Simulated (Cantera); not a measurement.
## Thermodynamics of calcination and drying, feed CaCO3 + CO2 + H2 + H2O

Feed: 1 mol CaCO3, 0.14 mol CO2, 2.3 mol H2, 0.18 mol H2O, equilibrated at 1350 K and 7.50 mbar.

These are equilibrium values from Cantera (NASA tables, ideal gas, pure condensed phases), not measurements of a reactor. Candidate condensed phases: C, C6H6, C7H8, C8H18, Ca, CaCO3, CaO, Ca(OH)2, H2O; 115 gas species. The numbers say what is thermodynamically allowed, not how fast it happens.

```yaml
x(H2): 0.403
x(H2O): 0.282
x(CO): 0.232
x(CO2): 0.0827
x(H): 1.75e-5
n(CaO(s)): 1.00 mol
gas_amount: 3.620 mol
log10 activity of C(graphite) (absent): -4.85
log10 activity of Ca(l) (absent): -12.19
```
